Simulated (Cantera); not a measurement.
A perfectly stirred reactor is fed with NO : N2 = 1 : 17 (molar parts), at 13300 Pa; it is held at 1898 K, and followed from long to short residence time.

Cantera simulation using GRI-Mech 3.0 (53 species, 325 reactions); the numbers are that mechanism's predictions, not measurements.

**Question.** What does this change do: temperature 1898 to 1825 K?

**Answer.** 
| quantity | before | after |
|---|---|---|
| x(NO) at τ = 5.10 s | 0.0509 | 0.0537 |
| x(O2) at τ = 5.10 s | 0.00231 | 0.000931 |
| x(NO2) at τ = 5.10 s | 4.51e-6 | 3.96e-6 |
| x(O) at τ = 5.10 s | 4.55e-5 | 1.75e-5 |
| x(N2O) at τ = 5.10 s | 1.12e-6 | 1.19e-6 |
| x(NO) at τ = 28.0 ms | 0.0555 | 0.0555 |
| x(O2) at τ = 28.0 ms | 2.39e-6 | 8.82e-7 |
| x(NO2) at τ = 28.0 ms | 9.11e-7 | 9.07e-7 |
| x(O) at τ = 28.0 ms | 8.66e-6 | 4.05e-6 |
| x(N2O) at τ = 28.0 ms | 1.11e-6 | 9.30e-7 |

**Question.** What does this change do: temperature 1898 to 2100 K?

**Answer.** 
```csv
quantity,before,after
x(NO) at τ = 5.10 s,0.0509,0.0224
x(O2) at τ = 5.10 s,0.00231,0.0163
x(NO2) at τ = 5.10 s,4.51e-6,3.36e-6
x(O) at τ = 5.10 s,4.55e-5,0.000495
x(N2O) at τ = 5.10 s,1.12e-6,2.87e-7
x(NO) at τ = 28.0 ms,0.0555,0.0555
x(O2) at τ = 28.0 ms,2.39e-6,2.52e-5
x(NO2) at τ = 28.0 ms,9.11e-7,7.45e-7
x(O) at τ = 28.0 ms,8.66e-6,4.56e-5
x(N2O) at τ = 28.0 ms,1.11e-6,1.45e-6
```

**Question.** What does this change do: pressure from 13300 Pa to 19000 Pa?

**Answer.** 
```tsv
quantity	before	after
x(NO) at τ = 5.10 s	0.0509	0.0495
x(O2) at τ = 5.10 s	0.00231	0.00302
x(NO2) at τ = 5.10 s	4.51e-6	5.84e-6
x(O) at τ = 5.10 s	4.55e-5	4.20e-5
x(N2O) at τ = 5.10 s	1.12e-6	1.07e-6
x(NO) at τ = 28.0 ms	0.0555	0.0555
x(O2) at τ = 28.0 ms	2.39e-6	4.94e-6
x(NO2) at τ = 28.0 ms	9.11e-7	1.55e-6
x(O) at τ = 28.0 ms	8.66e-6	1.03e-5
x(N2O) at τ = 28.0 ms	1.11e-6	1.18e-6
```
